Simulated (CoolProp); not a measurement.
A closed Brayton cycle with carbon dioxide: compressor inlet 317.15 K and 8.6 MPa, high pressure 26.8 MPa, turbine inlet 985 K, compressor efficiency 0.85, turbine efficiency 0.9, recuperator effectiveness 0.95 (on enthalpy, no pinch check). Each further row changes one setting.

Model: reference Helmholtz-energy equation of state, Span 1996, in CoolProp.

```tsv
case	thermal efficiency (%)	net work (kJ/kg)	compressor to turbine work	compressor exit (K)	turbine exit (K)
as stated	(withheld)	129	0.28	398.0	833.7
turbine inlet 935 K	41.2	(withheld)	0.29	398.0	788.8
compressor inlet 327.15 K	41.6	(withheld)	(withheld)	422.1	833.7
high pressure 22.8 MPa	41.7	115	0.26	386.2	854.4
recuperator effectiveness 0.5	24.3	129	0.28	398.0	833.7
```

Q: What belongs in the gaps?

A: 
- as stated, thermal efficiency (%): 42.8
- turbine inlet 935 K, net work (kJ/kg): 120
- compressor inlet 327.15 K, net work (kJ/kg): 119
- compressor inlet 327.15 K, compressor to turbine work: 0.34
